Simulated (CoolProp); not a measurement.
Aqueous ammonia as a coolant, 14 % by mass, freezing at -21.1 °C, 1 atm.

The numbers come from the Melinder's fits for secondary coolants in CoolProp.

```json
[
 {"T (°C)": "-18.7", "density (kg/m³)": "953.1", "Prandtl number": "42.1", "conductivity (W/(m K))": "0.441", "cp (kJ/(kg K))": "4.256"},
 {"T (°C)": "-12", "density (kg/m³)": "952.1", "Prandtl number": "30.3", "conductivity (W/(m K))": "0.454", "cp (kJ/(kg K))": "4.243"},
 {"T (°C)": "-5.4", "density (kg/m³)": "950.8", "Prandtl number": "22.9", "conductivity (W/(m K))": "0.465", "cp (kJ/(kg K))": "4.232"},
 {"T (°C)": "1.3", "density (kg/m³)": "949.2", "Prandtl number": "17.9", "conductivity (W/(m K))": "0.476", "cp (kJ/(kg K))": "4.221"},
 {"T (°C)": "7.9", "density (kg/m³)": "947.3", "Prandtl number": "14.3", "conductivity (W/(m K))": "0.487", "cp (kJ/(kg K))": "4.212"},
 {"T (°C)": "14.5", "density (kg/m³)": "945.1", "Prandtl number": "11.7", "conductivity (W/(m K))": "0.498", "cp (kJ/(kg K))": "4.205"},
 {"T (°C)": "21.2", "density (kg/m³)": "942.6", "Prandtl number": "9.53", "conductivity (W/(m K))": "0.510", "cp (kJ/(kg K))": "4.199"},
 {"T (°C)": "27.8", "density (kg/m³)": "939.9", "Prandtl number": "7.77", "conductivity (W/(m K))": "0.522", "cp (kJ/(kg K))": "4.196"}
]
```
